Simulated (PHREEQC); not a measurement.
Consider water at 25 °C with 0.0046 mol K2SiO3 per kg of water. Closed to the air; pH follows from the charge balance.

Model: Pitzer model, pitzer.dat, run in PHREEQC.

Each row changes one thing in this solution. No solid was allowed to form.

| case | pH | ionic strength (mol/kgw) |
|---|---|---|
| as made | 11.61 | 0.00937 |
| 0.00014 mol/kgw NaCl added | 11.61 | 0.00951 |
| K2SiO3 replaced by KOH at the same molality | 11.63 | 0.00460 |
| K2SiO3 from 0.0046 to 0.0023 mol/kgw | 11.33 | 0.00464 |
| 0.001 mol/kgw Na2CO3 added | 11.60 | 0.0123 |
| temperature from 25 to 65 °C | 10.53 | 0.00931 |

Complexes and solids missing from the database can't appear. At this temperature some constants are extrapolated from 25 °C, and those without enthalpy data are left unchanged.
